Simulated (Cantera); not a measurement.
Adiabatic ignition

An adiabatic, constant-pressure homogeneous reactor starts with 3.94 % C₂H₄, 19.4 % O₂, 72.9 % N₂, 3.74 % H₂O, at 1823 K and 5.03 atm.

Model: GRI-Mech 3.0 (53 species, 325 reactions), integrated in Cantera. GRI-Mech 3.0 was tuned for natural gas; its chemistry of ethylene as a main component is partial and can be far from experiment.

```csv
t (s),T (K),x C₂H₄,x O₂,x H₂O,x CH₂O,x C₂H₆,x HCO
2.00e-6,1849,0.0306,0.184,0.0405,0.00109,1.41e-5,0.000111
7.23e-6,2567,<1e-12,0.0801,0.0883,3.19e-10,<1e-12,1.00e-7
2.62e-5,2805,<1e-12,0.0767,0.0984,1.46e-10,<1e-12,2.34e-8
9.46e-5,2825,<1e-12,0.0750,0.0996,1.33e-10,<1e-12,1.96e-8
0.000342,2816,<1e-12,0.0717,0.100,1.30e-10,<1e-12,1.89e-8
0.00124,2806,<1e-12,0.0679,0.101,1.28e-10,<1e-12,1.81e-8
0.00447,2805,<1e-12,0.0674,0.101,1.27e-10,<1e-12,1.80e-8
0.0162,2805,<1e-12,0.0674,0.101,1.27e-10,<1e-12,1.80e-8
0.0585,2805,<1e-12,0.0674,0.101,1.27e-10,<1e-12,1.80e-8
0.211,2805,<1e-12,0.0674,0.101,1.27e-10,<1e-12,1.80e-8
0.765,2805,<1e-12,0.0674,0.101,1.27e-10,<1e-12,1.80e-8
2.77,2805,<1e-12,0.0674,0.101,1.27e-10,<1e-12,1.80e-8
10.0,2805,<1e-12,0.0674,0.101,1.27e-10,<1e-12,1.80e-8
```
x: mole fraction; the columns are a selection and need not sum to one.

The time of steepest temperature rise comes out as 2.81 µs. The temperature at 10.0 s is 2805 K, the equilibrium temperature is 2805 K and the x(C₂H₄) at 10.0 s comes out as <1e-12 (gas-phase equilibrium <1e-12). The x(O₂) at 10.0 s comes out as 0.0674 (gas-phase equilibrium 0.0674) and the x(H₂O) at 10.0 s is 0.101 (gas-phase equilibrium 0.101).
